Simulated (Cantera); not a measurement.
A perfectly stirred reactor is fed with N2O : N2 = 1 : 0.35 (molar parts), at 0.133 bar; it is held at 1425 K, and followed from long to short residence time.

Computed with Cantera and GRI-Mech 3.0 (53 species, 325 reactions). GRI-Mech 3.0 was tuned for natural gas; its chemistry of N2O as a main component is partial and can be far from experiment. The temperature is held fixed by assumption; the heat of reaction is taken as removed at once.

What does this change do: 0.049 parts H2O added?


| quantity | before | after |
|---|---|---|
| x(N2O) at τ = 0.900 s | 0.167 | 0.146 |
| x(NO2) at τ = 0.900 s | 9.04e-5 | 0.000220 |
| x(O2) at τ = 0.900 s | 0.168 | 0.176 |
| x(N2) at τ = 0.900 s | 0.582 | 0.583 |
| x(NO) at τ = 0.900 s | 0.0833 | 0.0674 |
| x(N2O) at τ = 20.0 ms | 0.686 | 0.654 |
| x(NO2) at τ = 20.0 ms | 6.36e-6 | 0.000358 |
| x(O2) at τ = 20.0 ms | 0.0158 | 0.0183 |
| x(N2) at τ = 20.0 ms | 0.290 | 0.286 |
| x(NO) at τ = 20.0 ms | 0.00838 | 0.00778 |
